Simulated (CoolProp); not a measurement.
Properties of propylene glycol along the isotherm 366.1 K.

The numbers come from the reference Helmholtz-energy equation of state, Eisenbach 2021 in CoolProp.

```json
[
 {"p (MPa)": "0.781", "phase": "liquid", "Z": "0.01994", "speed of sound (m/s)": "1316", "isothermal compressibility (1/MPa)": "0.0006824", "expansivity (1/kK)": "0.8432"},
 {"p (MPa)": "1.56", "phase": "liquid", "Z": "0.03980", "speed of sound (m/s)": "1320", "isothermal compressibility (1/MPa)": "0.0006781", "expansivity (1/kK)": "0.8403"},
 {"p (MPa)": "2.34", "phase": "liquid", "Z": "0.05967", "speed of sound (m/s)": "1323", "isothermal compressibility (1/MPa)": "0.0006739", "expansivity (1/kK)": "0.8374"},
 {"p (MPa)": "3.13", "phase": "liquid", "Z": "0.07977", "speed of sound (m/s)": "1327", "isothermal compressibility (1/MPa)": "0.0006697", "expansivity (1/kK)": "0.8346"},
 {"p (MPa)": "3.91", "phase": "liquid", "Z": "0.09960", "speed of sound (m/s)": "1331", "isothermal compressibility (1/MPa)": "0.0006657", "expansivity (1/kK)": "0.8318"},
 {"p (MPa)": "4.69", "phase": "liquid", "Z": "0.1194", "speed of sound (m/s)": "1334", "isothermal compressibility (1/MPa)": "0.0006616", "expansivity (1/kK)": "0.8290"},
 {"p (MPa)": "5.47", "phase": "liquid", "Z": "0.1392", "speed of sound (m/s)": "1338", "isothermal compressibility (1/MPa)": "0.0006577", "expansivity (1/kK)": "0.8263"},
 {"p (MPa)": "6.25", "phase": "liquid", "Z": "0.1590", "speed of sound (m/s)": "1341", "isothermal compressibility (1/MPa)": "0.0006538", "expansivity (1/kK)": "0.8236"},
 {"p (MPa)": "7.03", "phase": "liquid", "Z": "0.1787", "speed of sound (m/s)": "1345", "isothermal compressibility (1/MPa)": "0.0006500", "expansivity (1/kK)": "0.8209"},
 {"p (MPa)": "7.81", "phase": "liquid", "Z": "0.1984", "speed of sound (m/s)": "1348", "isothermal compressibility (1/MPa)": "0.0006462", "expansivity (1/kK)": "0.8183"},
 {"p (MPa)": "8.59", "phase": "liquid", "Z": "0.2181", "speed of sound (m/s)": "1352", "isothermal compressibility (1/MPa)": "0.0006424", "expansivity (1/kK)": "0.8157"},
 {"p (MPa)": "9.38", "phase": "liquid", "Z": "0.2381", "speed of sound (m/s)": "1355", "isothermal compressibility (1/MPa)": "0.0006387", "expansivity (1/kK)": "0.8131"},
 {"p (MPa)": "10.2", "phase": "liquid", "Z": "0.2588", "speed of sound (m/s)": "1359", "isothermal compressibility (1/MPa)": "0.0006349", "expansivity (1/kK)": "0.8104"},
 {"p (MPa)": "10.9", "phase": "liquid", "Z": "0.2764", "speed of sound (m/s)": "1362", "isothermal compressibility (1/MPa)": "0.0006317", "expansivity (1/kK)": "0.8082"}
]
```
